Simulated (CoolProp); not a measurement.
Isobutane along the isobar 4.63 MPa: fugacity coefficient from the reference equation and from simpler models built on Tc = 407.8 K, pc = 3.629 MPa, ω = 0.184; each cubic takes its own stable root.

Model: reference Helmholtz-energy equation of state, Bücker 2006, in CoolProp.

```tsv
T (K)	phase	reference
344.3	liquid	0.2285
351.2	liquid	0.2577
358.1	liquid	0.2887
365	liquid	0.3213
371.9	liquid	0.3554
378.8	liquid	0.3908
385.7	liquid	0.4271
392.6	liquid	0.4642
399.5	liquid	0.5018
406.4	liquid	0.5392
413.3	supercritical	0.5758
420.2	supercritical	0.6102
427.2	supercritical	0.6393
434.1	supercritical	0.6622
```

Question: How far does each simpler model (Soave-Redlich-Kwong, Peng-Robinson) lie from the reference over these 14 states: mean and median of the absolute difference, and the worst?

Answer: 
- Soave-Redlich-Kwong: mean 2.1 %, median 2.5 %, worst +3.0 % at 351.2 K and 4.63 MPa
- Peng-Robinson: mean 2.0 %, median 1.7 %, worst -3.4 % at 434.1 K and 4.63 MPa
